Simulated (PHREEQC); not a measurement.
## Leach liquor (model solution)

A solution holds 0.0014 mol HCl, 0.1 mol Li2SO4 and 0.17 mol NiSO4 per kg of water, at 25 °C. Closed to the air; pH follows from the charge balance.

All values are PHREEQC results (ion-association model, wateq4f.dat), not measurements.

No solid was allowed to form.

Question: Predict the pH.

Answer: pH 3.60.

Question: In which forms is Cl present?

Answer: Cl- 96 %, NiCl+ 4.2 % of the Cl.

Complexes and solids missing from the database can't appear.
